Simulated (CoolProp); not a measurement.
Methane along the isobar 2620 kPa: Z from the reference equation and from simpler models built on Tc = 190.6 K, pc = 4599 kPa, ω = 0.011; each cubic takes its own stable root.

Values from CoolProp's reference Helmholtz-energy equation of state, Setzmann 1991.

| T (K) | phase | reference | Redlich-Kwong | Peng-Robinson |
|---|---|---|---|---|
| 188.2 | gas | 0.7612 | 0.7603 | 0.7401 |
| 199.7 | gas | 0.8109 | 0.8087 | 0.7896 |
| 211.3 | gas | 0.8464 | 0.8440 | 0.8262 |
| 222.8 | gas | 0.8730 | 0.8704 | 0.8540 |
| 234.3 | gas | 0.8936 | 0.8912 | 0.8761 |
| 245.9 | gas | 0.9103 | 0.9079 | 0.8941 |
| 257.4 | gas | 0.9237 | 0.9214 | 0.9088 |
| 269 | gas | 0.9348 | 0.9326 | 0.9212 |
| 280.5 | gas | 0.9441 | 0.9419 | 0.9315 |
| 292 | gas | 0.9519 | 0.9498 | 0.9403 |
| 303.6 | gas | 0.9586 | 0.9565 | 0.9479 |
| 315.1 | gas | 0.9643 | 0.9622 | 0.9543 |
| 326.7 | gas | 0.9692 | 0.9671 | 0.9600 |
